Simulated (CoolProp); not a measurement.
Vapour-liquid equilibrium of R143a (1) + propane (2) at 0.0211 MPa; x and y are mole fractions of (1).

The numbers come from the multi-fluid Helmholtz-energy mixture model, Lemmon and Jacobsen 2000 and Lemmon 2009; pair parameters Bell 2016 in CoolProp.

```
x     bubble temperature, mixture model (K)  bubble temperature, Raoult's law (K)  y, mixture model  y, Raoult's law
----  -------------------------------------  ------------------------------------  ----------------  ---------------
0.05                                  196.2                                 200.5             0.277            0.060
0.2                                   192.0                                 200.0             0.494            0.234
0.35                                  191.5                                 199.5             0.527            0.396
0.5                                   191.5                                 199.0             0.531            0.549
0.65                                  191.5                                 198.6             0.543            0.693
0.8                                   192.1                                 198.1             0.599            0.829
0.95                                  195.2                                 197.7             0.816            0.958
```

The largest gap from Raoult's law is -8.0 K in bubble temperature, at x = 0.35. y crosses x between x = 0.5 and 0.65: the model has an azeotrope there.

The pair parameters rest on a limited set of measurements; away from them the model extrapolates.
